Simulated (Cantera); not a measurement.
Ignition delay

Mixture: 20.0 % CO, 2.79 % H2, 2.20 % CH4, 15.8 % O2, 59.3 % N2, equivalence ratio 1.0, at 18.0 bar, adiabatic and at constant pressure. Ignition delay is the time to a rise of 400 K.

Computed with Cantera and GRI-Mech 3.0 (53 species, 325 reactions). The pressure lies above the range GRI-Mech 3.0 was tuned for (to about 10 atm).

```csv
T0 (K),delay (ms)
1248,0.0601
1323,0.0281
1398,0.0151
1473,0.00891
1548,0.00570
1623,0.00388
1698,0.00279
1773,0.00209
```

```json
{
 "apparent activation energy between 1623 and 1773 K": "99 kJ/mol"
}
```
